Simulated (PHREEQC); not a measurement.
PHREEQC input (ion-association model, wateq4f.dat):

```
SOLUTION_MASTER_SPECIES
  An  An-  0  An  62.0  # stands for a non-complexing anion
SOLUTION_SPECIES
  An- = An-
    -log_k 0
    -gamma 3.0 0
PHASES
  Fix_H+
    H+ = H+
    -log_k 0
SOLUTION 1
  temp 25
  units mmol/kgw
  pH 7 charge
  Se(4) 0.4
  Na 5.8
  An 5
END
SELECTED_OUTPUT 1
  -reset false
  -pH true
  -pe true
  -ionic_strength true
  -water true
  -totals Na Se Se(-2) Se(4) Se(6)
  -molalities Hfo_wOH Hfo_wOH2+ Hfo_wO- Hfo_sOH Hfo_sOH2+ Hfo_sO- Hfo_wSeO3- Hfo_wOHSeO3-2
USER_PUNCH 1
  -headings sigma psi
  10 PUNCH EDL("sigma", "Hfo"), EDL("psi", "Hfo")
PRINT
  -reset false
USE solution 1
SURFACE 1
  Hfo_wOH 0.00021573 600 0.096
  Hfo_sOH 5.39326e-06
EQUILIBRIUM_PHASES 1
  Fix_H+ -3 HAn 10
    -force_equality true
END
# ... the last block is repeated for the other 12 points of pH, with NaOH or the acid as the point needs
```

Selected output (columns that matter, 13 of 13 rows; pH added in front):

```
pH	mu	Na	Se	m_Hfo_wOH	m_Hfo_wOH2+	m_Hfo_wO-	m_Hfo_sOH	m_Hfo_sOH2+	m_Hfo_sO-	m_Hfo_wSeO3-	m_Hfo_wOHSeO3-2	sigma	psi
3	0.0068939	0.0058	0.00030226	4.5553e-07	0.00011753	4.0447e-11	2.0823e-08	5.3724e-06	1.8489e-12	9.7519e-05	2.2251e-07	0.04178	0.11112
3.67	0.0060377	0.0058	0.0002975	8.485e-07	0.00011238	1.4676e-10	4.0415e-08	5.3528e-06	6.9905e-12	0.00010205	4.536e-07	0.024759	0.088614
4.33	0.0058551	0.0058	0.00029557	1.7368e-06	0.00010957	6.3068e-10	8.4156e-08	5.3091e-06	3.056e-11	0.00010346	9.6551e-07	0.015886	0.068625
5	0.0058138	0.0058	0.00029533	3.6703e-06	0.00010738	2.8738e-09	1.7824e-07	5.2149e-06	1.3956e-10	0.00010261	2.0647e-06	0.0098139	0.04873
5.67	0.0058044	0.0058	0.00029714	7.6685e-06	0.00010519	1.2807e-08	3.6641e-07	5.0262e-06	6.1191e-10	9.8621e-05	4.2326e-06	0.0052271	0.028556
6.33	0.0058035	0.0058	0.00030194	1.537e-05	0.00010225	5.2931e-08	7.0447e-07	4.6864e-06	2.426e-09	9.0087e-05	7.9727e-06	0.0014158	0.0081061
7	0.0058115	0.0058	0.00031116	2.9623e-05	9.706e-05	2.0711e-07	1.2591e-06	4.1254e-06	8.803e-09	7.5308e-05	1.3531e-05	-0.0023472	-0.013335
7.67	0.0058498	0.0058	0.00032606	5.3821e-05	8.7203e-05	7.6099e-07	2.0473e-06	3.317e-06	2.8946e-08	5.4237e-05	1.9707e-05	-0.0065693	-0.034877
8.33	0.0059578	0.0058	0.00034763	9.1515e-05	6.907e-05	2.7777e-06	3.0213e-06	2.2803e-06	9.1705e-08	2.9419e-05	2.2948e-05	-0.011451	-0.054293
9	0.0060947	0.0058	0.00037372	0.00013688	4.2462e-05	1.0108e-05	3.8967e-06	1.2088e-06	2.8776e-07	9.0692e-06	1.7212e-05	-0.017118	-0.071086
9.67	0.006199	0.0058333	0.00039319	0.00016029	2.2707e-05	2.5921e-05	4.1379e-06	5.8619e-07	6.6915e-07	1.3212e-06	5.4905e-06	-0.026131	-0.090583
10.33	0.0064358	0.006055	0.00039923	0.0001601	1.4578e-05	4.0281e-05	4.0169e-06	3.6575e-07	1.0106e-06	1.0325e-07	6.6759e-07	-0.04655	-0.11827
11	0.0073203	0.0069471	0.00039992	0.00014839	8.5975e-06	5.867e-05	3.711e-06	2.1501e-07	1.4673e-06	6.8098e-09	6.9192e-08	-0.086224	-0.14629
```

Species that the database lacks are ignored. The database's selenite sorption wasn't checked against measurements; a fall in acid may be a fault of its surface constants. The oxide is taken as insoluble; below pH 4 it would dissolve.
